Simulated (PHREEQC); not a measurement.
PHREEQC input (ion-association model, wateq4f.dat):

```
SOLUTION_MASTER_SPECIES
  An  An-  0  An  62.0  # stands for a non-complexing anion
SOLUTION_SPECIES
  An- = An-
    -log_k 0
    -gamma 3.0 0
PHASES
  Fix_H+
    H+ = H+
    -log_k 0
SOLUTION 1
  temp 25
  units mmol/kgw
  pH 7 charge
  Cl 0.06046
  Mg 0.03
  Zn 0.00023
  Na 1
  An 1
END
SELECTED_OUTPUT 1
  -reset false
  -pH true
  -pe true
  -ionic_strength true
  -water true
  -totals Cl Mg Na Zn
  -molalities Hfo_wOH Hfo_wOH2+ Hfo_wO- Hfo_sOH Hfo_sOH2+ Hfo_sO- Hfo_wOMg+ Hfo_sOZn+ Hfo_wOZn+
  -saturation_indices Brucite Zn(OH)2-a Zn5(OH)8Cl2 Halite
USER_PUNCH 1
  -headings sigma psi
  10 PUNCH EDL("sigma", "Hfo"), EDL("psi", "Hfo")
PRINT
  -reset false
USE solution 1
SURFACE 1
  Hfo_wOH 2.92135e-05 600 0.013
  Hfo_sOH 7.30337e-07
EQUILIBRIUM_PHASES 1
  Fix_H+ -3 HAn 10
    -force_equality true
  O2(g) -0.68 10
END
# ... the last block is repeated for the other 16 points of pH, with NaOH or the acid as the point needs
```

Selected output (columns that matter, 12 of 17 rows; pH added in front):

```
pH	mu	Mg	Na	Zn	m_Hfo_wOH	m_Hfo_wOH2+	m_Hfo_wO-	m_Hfo_sOH	si_Brucite	si_Zn(OH)2-a	si_Zn5(OH)8Cl2	si_Halite	sigma	psi
3	0.00215	3e-05	0.001	2.3e-07	8.9997e-06	2.0122e-05	9.2214e-08	2.2499e-07	-15.45	-13.175	-56.607	-8.8451	0.25398	0.23311
3.38	0.0015329	3e-05	0.001	2.3e-07	1.3458e-05	1.5488e-05	2.679e-07	3.3645e-07	-14.677	-12.402	-53.498	-8.8385	0.19299	0.22769
4.12	0.0011738	3e-05	0.001	2.3e-07	1.8883e-05	9.468e-06	8.6273e-07	4.7207e-07	-13.188	-10.914	-47.53	-8.834	0.10912	0.20526
4.5	0.0011267	3e-05	0.001	2.2998e-07	2.0381e-05	7.5763e-06	1.256e-06	5.0951e-07	-12.427	-10.153	-44.483	-8.8333	0.080143	0.19047
5.25	0.0010982	3e-05	0.001	2.2957e-07	2.1846e-05	5.3084e-06	2.0595e-06	5.4583e-07	-10.927	-8.6527	-38.483	-8.8329	0.041202	0.15702
5.62	0.0010943	3e-05	0.001	2.2792e-07	2.2139e-05	4.6705e-06	2.404e-06	5.5196e-07	-10.186	-7.9159	-35.539	-8.8329	0.028764	0.13877
6.38	0.0010915	2.9999e-05	0.001	1.8562e-07	2.2369e-05	3.9094e-06	2.9322e-06	5.2674e-07	-8.6663	-6.4858	-29.909	-8.8328	0.012933	0.098645
6.75	0.0010908	2.9996e-05	0.001	1.0915e-07	2.2401e-05	3.6763e-06	3.1269e-06	4.719e-07	-7.9263	-5.9779	-28.109	-8.8328	0.0084837	0.078373
7.5	0.0010906	2.9889e-05	0.0010007	8.4298e-09	2.233e-05	3.3352e-06	3.425e-06	3.9993e-07	-6.4279	-5.6054	-27.747	-8.8325	0.0029826	0.036427
7.88	0.0010906	2.9434e-05	0.0010023	1.8244e-09	2.1955e-05	2.9999e-06	3.6808e-06	3.9464e-07	-5.6746	-5.5481	-28.22	-8.8318	0.0012445	0.016234
8.62	0.0010897	2.4962e-05	0.0010149	4.3413e-10	1.6875e-05	1.0445e-06	6.2457e-06	3.5725e-07	-4.2667	-5.1547	-27.733	-8.8264	-0.0005442	-0.0071965
9	0.0010924	2.1604e-05	0.0010278	7.6193e-10	1.1622e-05	3.5022e-07	8.8358e-06	2.8513e-07	-3.5703	-4.742	-26.429	-8.8209	-0.00085064	-0.011183
```

Species that the database lacks are ignored. The oxide is taken as insoluble; below pH 4 it would dissolve.
